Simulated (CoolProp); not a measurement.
The numbers come from the reference Helmholtz-energy equation of state, Lemmon 2006 in CoolProp. It is a short technical equation, of lower accuracy than the large ones.

Problem. For toluene, give the phase and the cp (kJ/(kg K)), Prandtl number at 437.4 K and 2810 kPa.

Solution. 
- 437.4 K and 2810 kPa: liquid; cp 2.20, Prandtl number 4.07

Viscosity comes from a separate model (Avgeri 2015). Thermal conductivity comes from a separate model (Assael 2012).
